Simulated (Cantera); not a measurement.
An adiabatic, constant-pressure homogeneous reactor starts with CH4 : CO : O2 : N2 = 1 : 0.17 : 3.79 : 14.3 (molar parts), at 1300 K and 62000 Pa. Integrator tolerance rtol = 1e-08.

Cantera simulation using GRI-Mech 3.0 (53 species, 325 reactions); the numbers are that mechanism's predictions, not measurements.

Question: What does this change do: 1.6 parts H2 added?

Answer: 
```
quantity                                                            before                                    after
---------------------------------  ---------------------------------------  ---------------------------------------
time of steepest temperature rise                                  12.5 ms                                 0.280 ms
temperature at 5.00 s                                               2338 K                                   2561 K
equilibrium temperature                                             2338 K                                   2561 K
x(CH4) at 5.00 s                     <1e-12 (gas-phase equilibrium <1e-12)    <1e-12 (gas-phase equilibrium <1e-12)
x(CO) at 5.00 s                    0.00372 (gas-phase equilibrium 0.00372)    0.0135 (gas-phase equilibrium 0.0135)
x(O2) at 5.00 s                      0.0828 (gas-phase equilibrium 0.0828)    0.0437 (gas-phase equilibrium 0.0437)
x(H2O2) at 5.00 s                  1.09e-7 (gas-phase equilibrium 1.09e-7)  2.09e-7 (gas-phase equilibrium 2.09e-7)
x(HO2) at 5.00 s                   4.00e-6 (gas-phase equilibrium 4.00e-6)  5.74e-6 (gas-phase equilibrium 5.74e-6)
```

Question: What does this change do: initial temperature 1300 to 1050 K?

Answer: 
| quantity | before | after |
|---|---|---|
| time of steepest temperature rise | 12.5 ms | 0.598 s |
| temperature at 5.00 s | 2338 K | 2166 K |
| equilibrium temperature | 2338 K | 2166 K |
| x(CH4) at 5.00 s | <1e-12 (gas-phase equilibrium <1e-12) | <1e-12 (gas-phase equilibrium <1e-12) |
| x(CO) at 5.00 s | 0.00372 (gas-phase equilibrium 0.00372) | 0.00124 (gas-phase equilibrium 0.00124) |
| x(O2) at 5.00 s | 0.0828 (gas-phase equilibrium 0.0828) | 0.0846 (gas-phase equilibrium 0.0846) |
| x(H2O2) at 5.00 s | 1.09e-7 (gas-phase equilibrium 1.09e-7) | 7.18e-8 (gas-phase equilibrium 7.18e-8) |
| x(HO2) at 5.00 s | 4.00e-6 (gas-phase equilibrium 4.00e-6) | 2.38e-6 (gas-phase equilibrium 2.38e-6) |
